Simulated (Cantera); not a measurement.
An adiabatic, constant-volume homogeneous reactor starts with CH4 : O2 : N2 : H2O = 1 : 3.03 : 11.4 : 3.8 (molar parts), at 1325 K and 1.01 bar. Integrator tolerance rtol = 1e-08.

Cantera simulation using GRI-Mech 3.0 (53 species, 325 reactions); the numbers are that mechanism's predictions, not measurements.

**Question.** What does this change do: 0.03 parts H2 added?

**Answer.** 
```tsv
quantity	before	after
time of steepest temperature rise	10.4 ms	8.14 ms
temperature at 2.00 s	2426 K	2432 K
equilibrium temperature	2426 K	2432 K
x(CH4) at 2.00 s	<1e-12 (gas-phase equilibrium <1e-12)	<1e-12 (gas-phase equilibrium <1e-12)
x(O2) at 2.00 s	0.0493 (gas-phase equilibrium 0.0493)	0.0486 (gas-phase equilibrium 0.0486)
x(H2O) at 2.00 s	0.289 (gas-phase equilibrium 0.289)	0.290 (gas-phase equilibrium 0.290)
x(CH2) at 2.00 s	<1e-12 (gas-phase equilibrium <1e-12)	<1e-12 (gas-phase equilibrium <1e-12)
x(H) at 2.00 s	0.000832 (gas-phase equilibrium 0.000832)	0.000870 (gas-phase equilibrium 0.000870)
x(C2H) at 2.00 s	<1e-12 (gas-phase equilibrium <1e-12)	<1e-12 (gas-phase equilibrium <1e-12)
x(HCN) at 2.00 s	9.96e-12 (gas-phase equilibrium 9.96e-12)	1.09e-11 (gas-phase equilibrium 1.09e-11)
```

**Question.** What does this change do: constant pressure in place of constant volume?

**Answer.** 
```csv
quantity,before,after
time of steepest temperature rise,10.4 ms,10.9 ms
temperature at 2.00 s,2426 K,2261 K
equilibrium temperature,2426 K,2261 K
x(CH4) at 2.00 s,<1e-12 (gas-phase equilibrium <1e-12),<1e-12 (gas-phase equilibrium <1e-12)
x(O2) at 2.00 s,0.0493 (gas-phase equilibrium 0.0493),0.0501 (gas-phase equilibrium 0.0501)
x(H2O) at 2.00 s,0.289 (gas-phase equilibrium 0.289),0.294 (gas-phase equilibrium 0.294)
x(CH2) at 2.00 s,<1e-12 (gas-phase equilibrium <1e-12),<1e-12 (gas-phase equilibrium <1e-12)
x(H) at 2.00 s,0.000832 (gas-phase equilibrium 0.000832),0.000368 (gas-phase equilibrium 0.000368)
x(C2H) at 2.00 s,<1e-12 (gas-phase equilibrium <1e-12),<1e-12 (gas-phase equilibrium <1e-12)
x(HCN) at 2.00 s,9.96e-12 (gas-phase equilibrium 9.96e-12),1.14e-12 (gas-phase equilibrium 1.14e-12)
```
